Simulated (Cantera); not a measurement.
Charge: 1 mol MgCO3, 0.54 mol O2, 3.5 mol CO2, 0.17 mol H2S, held at 10.0 mbar.

Method: chemical equilibrium by Gibbs-energy minimisation in Cantera with the NASA 1993 tables (ideal gas, pure condensed phases). Candidate condensed phases: C, C6H6, C7H8, C8H18, H2O, H2SO4, Mg, MgCO3, MgO, Mg(OH)2, MgS, MgSO4, S; 130 gas species. Equilibrium is a limit: real reactors are often held back by kinetics, nucleation or transport.

**Question.** Which condensed phases are stable at each of these points (T (K)): 698, 748, 798, 848, 898, 948, 998, 1048, 1098, 1148, 1198?

**Answer.** 
```tsv
T (K)	condensed phases	Mg condensed (%)
698	MgO(s) + MgSO4(s)	100.0
748	MgO(s) + MgSO4(s)	100.0
798	MgO(s) + MgSO4(s)	100.0
848	MgO(s) + MgSO4(s)	100.0
898	MgO(s) + MgSO4(s)	100.0
948	MgO(s) + MgSO4(s)	100.0
998	MgO(s) + MgSO4(s)	100.0
1048	MgO(s)	100.0
1098	MgO(s)	100.0
1148	MgO(s)	100.0
1198	MgO(s)	100.0
```

From 698 K to 998 K the condensed part is MgO(s) + MgSO4(s). From 1048 K to 1198 K the condensed part is MgO(s).
